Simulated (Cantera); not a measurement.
A jet of CH4 : O2 : N2 = 0.013 : 0.077 : 0.79 (molar parts), equivalence ratio 0.34 at 300 K and 97.5 Torr hits a platinum plate 6.3 cm away at a mass flux of 0.04 kg/m²/s; the plate temperature is set and raised in steps from an oxygen-covered start.

Cantera simulation using Deutschmann's 1995 Pt surface mechanism with GRI-Mech 3.0 gas chemistry; the numbers are that mechanism's predictions, not measurements. Catalytic surfaces can have several steady states; this one follows from the mechanism file's or the stated starting coverage.

One state of this run: wall x CH4 = 0.00194; wall x O2 = 0.0604; wall x H2O = 0.0237; wall x OH = 8.47e-7; wall x CO = 2.44e-6; wall x CO2 = 0.0155; θ free Pt = 0.477; θ O* = 0.522; θ OH* = 0.000907. x: mole fraction at the wall; θ: surface coverage.

Q: Which value of plate T (K) does it belong to?
A) 1050
B) 950
C) 1100
D) 1200

A: C, 1100
